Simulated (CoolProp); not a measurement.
Values from CoolProp's reference Helmholtz-energy equation of state, Lemmon 2006. It is a short technical equation, of lower accuracy than the large ones.

Problem. For R142b, give the phase and the speed of sound (m/s), expansivity (1/kK) at 276.4 K and 10.9 MPa; 188 K and 0.0132 MPa; 424.2 K and 1.22 MPa.

Solution. 
- 276.4 K and 10.9 MPa: liquid; speed of sound 812, expansivity 1.75
- 188 K and 0.0132 MPa: liquid; speed of sound 1160, expansivity 1.53
- 424.2 K and 1.22 MPa: gas; speed of sound 179, expansivity 3.33
